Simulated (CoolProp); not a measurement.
Vapour-liquid equilibrium of n-octane (1) + n-dodecane (2) at 89.75 °C; x and y are mole fractions of (1).

Model: multi-fluid Helmholtz-energy mixture model, Beckmüller 2019 and Lemmon 2004; pair parameters Bell 2016, in CoolProp.

### Question
Give the bubble pressure and the first vapour's composition at x = 0.05, 0.2, 0.95. Is there an azeotrope?

### Answer
x = 0.05: 0.002646 MPa, y = 0.559; x = 0.2: 0.007064 MPa, y = 0.860; x = 0.95: 0.03153 MPa, y = 0.998. No azeotrope shows between x = 0.05 and 0.95.

The pair parameters rest on a limited set of measurements; away from them the model extrapolates.
